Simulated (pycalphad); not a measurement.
Computed with pycalphad from the COST 507 light-alloy database (1999), at 1 atm. These are 1990s assessments: newer ones move some temperatures and phases. Phase fractions are per mole of atoms.

**Question.** Give the equilibrium state of Sn-70.5Si (at.%) at 1117 °C.

**Answer.** diamond (Si), fraction 0.683, with >99.99 Si at.%; liquid, fraction 0.317, with 7.0 Si at.%.
